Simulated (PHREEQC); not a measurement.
A made-up water analysis in mg/kgw, 15 °C, pH 6.54, pe 12.9: Na 73.8; K 165; Ca 80.7; Mg 27.2; Cl 86; S(6) as SO4 174; Alkalinity as HCO3 469; Cu(2) 10.7.

Valence states are taken as typed.

Computed with PHREEQC (ion-association model, wateq4f.dat).

This is a speciation only: nothing precipitates in the calculation.

Q: Order these Mg species by the share of Mg that they hold, largest first: MgSO4, MgHCO3+, Mg+2.

A: Mg+2 (87 %), MgSO4 (8.7 %), MgHCO3+ (4.5 %)

Q: Order these Cu species by the share of Cu that they hold, largest first: CuCO3, Cu(OH)2, CuHCO3+, CuSO4, Cu+2.

A: CuCO3 (44 %), CuHCO3+ (36 %), Cu+2 (16 %), Cu(OH)2 (2.4 %), CuSO4 (1.7 %)

The pH is 6.54 and the ionic strength 0.0172 mol/kgw. Saturation is exceeded, for instance for Malachite, Tenorite (slow to form); the values hold only as long as no solid forms.
